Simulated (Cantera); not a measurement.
# Hydrogen reduction and annealing atmospheres: Fe₂O₃ + H₂ + H₂O

Charge: 1 mol Fe₂O₃, 1600 mol H₂, 1.9 mol H₂O, at 1275 K and 35.0 mbar.

Method: chemical equilibrium by Gibbs-energy minimisation in Cantera with the NASA 1993 tables (ideal gas, pure condensed phases). Candidate condensed phases: Fe, FeO, Fe(OH)₂, Fe(OH)₃, Fe₂O₃, Fe₃O₄, H₂O; 12 gas species. Rates play no part.

```
Property                                  Value
-------------------------------------  --------
x(H₂)                                     0.997
x(H₂O)                                  0.00306
x(H)                                    3.93e-6
n(Fe(γ))                               2.00 mol
gas amount                             1602 mol
log10 activity of Fe(OH)₂(s) (absent)    -11.31
log10 activity of Fe(OH)₃(s) (absent)    -19.39
```
